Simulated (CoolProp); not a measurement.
Vapour-liquid equilibrium of isobutane (1) + acetone (2) at 3.59 bar; x and y are mole fractions of (1).

Model: multi-fluid Helmholtz-energy mixture model, Bücker 2006 and Lemmon 2006; pair parameters Bell 2016, in CoolProp.

Give the bubble temperature and the first vapour's composition at x = 0.5, 0.65, 0.725. Is there an azeotrope?

x = 0.5: 305.5 K, y = 0.902; x = 0.65: 303.9 K, y = 0.913; x = 0.725: 303.1 K, y = 0.921. No azeotrope shows between x = 0.05 and 0.95.

Pair parameters are fitted to limited data, so mixtures are less certain than the pure fluids. With so large a gap from Raoult's law the liquid may split in two, which this calculation doesn't test in full.
